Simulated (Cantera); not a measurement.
A closed system holds: 1 mol FeS₂, 2500 mol H₂, equilibrated at 13.3 mbar.

These are equilibrium values from Cantera (NASA tables, ideal gas, pure condensed phases), not measurements of a reactor. Candidate condensed phases: Fe, FeS, FeS₂, S; 8 gas species. FeS: taken at fixed stoichiometry. Rates play no part.

Q: Which condensed phases are stable at each of these points (T (K)): 825, 875, 925, 975, 1025, 1075, 1125, 1175, 1225?

A: 
| T (K) | condensed phases | Fe condensed (%) |
|---|---|---|
| 825 | FeS(s) | 100.0 |
| 875 | FeS(s) | 100.0 |
| 925 | Fe(α) + FeS(s) | 100.0 |
| 975 | Fe(α) | 100.0 |
| 1025 | Fe(α) | 100.0 |
| 1075 | Fe(α) | 100.0 |
| 1125 | Fe(α) | 100.0 |
| 1175 | Fe(α) | 100.0 |
| 1225 | Fe(γ) | 100.0 |

From 825 K to 875 K the condensed part is FeS(s). At 925 K the condensed part is Fe(α) + FeS(s). From 975 K to 1175 K the condensed part is Fe(α). At 1225 K the condensed part is Fe(γ).
